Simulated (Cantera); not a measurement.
Charge: 1 mol CF4, 0.38 mol F2, 0.11 mol H2, at 925 °C and 0.133 bar.

Equilibrium computed with Cantera from the NASA thermochemical tables; the gas is ideal and each condensed phase is pure. Candidate condensed phases: C, C6H6, C7H8, C8H18; 95 gas species. Gases not in the tables: C2F6 and larger saturated fluorocarbons. Kinetics and transport are ignored.

Base state: CF4 0.587, F 0.251, HF 0.129, F2 0.0327 (mole fractions); condensed: gas only.

### Question
What changes in the equilibrium state with this change: temperature from 925 °C to 2202 °C?

### Answer
```csv
species,before,after
F,0.251,0.410
CF4,0.587,0.403
HF,0.129,0.106
CF2,<1e-9,0.0680
CF3,<1e-9,0.0124
F2,0.0327,1.48e-5
CF,<1e-9,0.000277
```
